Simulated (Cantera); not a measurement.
Feed: 1 mol SiCl4, 0.33 mol H2, held at 227 °C and 750 Torr.

Cantera equilibrium calculation (NASA polynomials, part measured and part estimated; ideal gas, pure solids and liquids). Candidate condensed phases: Si; 19 gas species. Rates play no part.

Q: What is the equilibrium state?

A: 
```json
{
 "x(SiCl4)": "0.751",
 "x(H2)": "0.248",
 "x(HCl)": "0.000544",
 "x(SiHCl3)": "0.000544",
 "gas_amount": "1.330 mol",
 "log10 activity of Si(s) (absent)": "-9.94"
}
```
